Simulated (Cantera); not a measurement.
A closed system holds: 1 mol MgCO₃, 2.1 mol SO₂, 0.061 mol H₂O, equilibrated at 1773 K and 10.0 mbar.

Equilibrium computed with Cantera from the NASA thermochemical tables; the gas is ideal and each condensed phase is pure. Candidate condensed phases: C, C₆H₆, C₇H₈, C₈H₁₈, H₂O, H₂SO₄, Mg, MgCO₃, MgO, Mg(OH)₂, MgS, MgSO₄, S; 130 gas species. Rates play no part.

What is the equilibrium state?


```json
{
  "x(SO₂)": "0.660",
  "x(CO₂)": "0.308",
  "x(H₂O)": "0.0189",
  "x(CO)": "0.00726",
  "x(O₂)": "0.00430",
  "x(SO)": "0.00147",
  "x(OH)": "0.000304",
  "x(H₂)": "0.000120",
  "x(O)": "6.16e-5",
  "n(MgO(s))": "1.000 mol",
  "gas_amount": "3.175 mol",
  "log10 activity of S(l) (absent)": "-6.10",
  "log10 activity of Mg(l) (absent)": "-9.72",
  "log10 activity of C(graphite) (absent)": "-9.82"
}
```
